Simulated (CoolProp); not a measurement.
Saturation properties of cyclopentane.

Values from CoolProp's reference Helmholtz-energy equation of state, Gedanitz 2015.

```
T (K)  p (kPa)  liquid density (kg/m³)  vapour density (kg/m³)  enthalpy of vaporisation (kJ/kg)
-----  -------  ----------------------  ----------------------  --------------------------------
332.2    138.3                   705.5                   3.674                             381.9
348.8    224.0                   687.5                   5.775                             368.7
365.3    344.6                   668.7                     [?]                             354.5
381.8    508.7                   649.0                   12.64                               [?]
398.4    726.8                   627.9                   17.93                             322.2
414.9     1006                     [?]                   24.89                             303.6
431.4     1357                   581.2                   34.05                             282.7
448        [?]                   554.2                   46.33                             258.6
464.5     2327                   523.5                   62.99                             230.3
481       2973                   486.1                   87.09                               [?]
```

Task: Fill in the missing entries.

Result: 
- 365.3, vapour density (kg/m³): 8.686
- 381.8, enthalpy of vaporisation (kJ/kg): 339.1
- 414.9, liquid density (kg/m³): 605.5
- 448, p (kPa): 1795
- 481, enthalpy of vaporisation (kJ/kg): 194.9

It boils at 322.4 K under 1 atm.
